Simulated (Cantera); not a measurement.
**Gas-phase reforming**

An isothermal, constant-pressure homogeneous reactor starts with CH4 : CO2 = 1 : 1.1 (molar parts), at 1550 K and 91000 Pa.

Detailed kinetics in Cantera: GRI-Mech 3.0 (53 species, 325 reactions).

```
t (s)      x CH4   x CO2     x C2H   x CH2O    x C2H6
--------  ------  ------  --------  -------  --------
0.000500   0.475   0.524    <1e-12  1.15e-6  0.000208
0.000965   0.474   0.524  2.16e-12  2.89e-6  0.000467
0.00186    0.472   0.523  1.07e-11  5.99e-6  0.000904
0.00360    0.467   0.522  5.89e-11  9.27e-6   0.00147
0.00695    0.456   0.519  2.98e-10  1.06e-5   0.00179
0.0134     0.433   0.510   1.09e-9  9.55e-6   0.00151
0.0259     0.396   0.492   2.70e-9  7.60e-6   0.00105
0.0500     0.343   0.460   5.00e-9  5.77e-6  0.000686
0.0965     0.274   0.405   7.89e-9  4.33e-6  0.000421
0.186      0.194   0.318   1.18e-8  3.31e-6  0.000234
0.360      0.115   0.209   1.68e-8  2.54e-6  0.000108
0.695     0.0597   0.129   2.07e-8  1.60e-6   3.91e-5
1.34      0.0385  0.0976   1.92e-8  8.45e-7   1.77e-5
2.59      0.0331  0.0782   1.43e-8  4.59e-7   1.22e-5
5.00      0.0296  0.0598   9.69e-9  2.58e-7   8.95e-6
```
x: mole fraction; the columns are a selection and need not sum to one.

Equilibrium at this temperature and pressure: CH4 5.95e-6, CO2 0.00678, C2H <1e-12, CH2O 9.39e-8, C2H6 <1e-12 (gas phase only).
